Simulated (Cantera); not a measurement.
A freely propagating, adiabatic, planar premixed flame of CO : H2 : O2 : N2 = 1 : 0.21 : 0.504 : 1.9 (molar parts), equivalence ratio 1.2, unburnt at 375 K and 1.48 atm; mixture-averaged transport, grid criteria slope 0.08 and curve 0.16, no radiation.

Detailed kinetics in Cantera: GRI-Mech 3.0 (53 species, 325 reactions). Burning velocities carry a grid error of a few per cent, more on coarse grids.

Task: What does this change do: CO 1 to 1.3 parts?

Result: 
```json
[
 {"quantity": "laminar burning velocity", "before": "108 cm/s", "after": "119 cm/s"},
 {"quantity": "thermal thickness", "before": "0.351 mm", "after": "0.334 mm"},
 {"quantity": "peak x(OH)", "before": "0.00724", "after": "0.00627"}
]
```
